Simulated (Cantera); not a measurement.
A closed system holds: 1 mol Pb, 0.64 mol CO, a varied amount of H₂, equilibrated at 1298 K and 4.20 bar.

Equilibrium computed with Cantera from the NASA thermochemical tables; the gas is ideal and each condensed phase is pure. Candidate condensed phases: C, C₆H₆, C₇H₈, C₈H₁₈, H₂O, Pb, PbO, PbO₂, Pb₃O₄; 113 gas species. Rates play no part.

### Question
Which condensed phases are stable at each of these points (n(H₂) (mol)): 0.87, 1.2, 1.7, 2.4, 3.4, 4.7, 6.6, 9.2, 13, 18, 25, 36?

### Answer
| n(H₂) (mol) | condensed phases | Pb condensed (%) |
|---|---|---|
| 0.87 | C(graphite) + Pb(l) | 99.9 |
| 1.2 | Pb(l) | 99.9 |
| 1.7 | Pb(l) | 99.9 |
| 2.4 | Pb(l) | 99.8 |
| 3.4 | Pb(l) | 99.8 |
| 4.7 | Pb(l) | 99.7 |
| 6.6 | Pb(l) | 99.6 |
| 9.2 | Pb(l) | 99.4 |
| 13 | Pb(l) | 99.2 |
| 18 | Pb(l) | 98.9 |
| 25 | Pb(l) | 98.5 |
| 36 | Pb(l) | 97.8 |

At 0.87 mol H₂ the condensed part is C(graphite) + Pb(l). From 1.2 mol H₂ to 36 mol H₂ the condensed part is Pb(l).
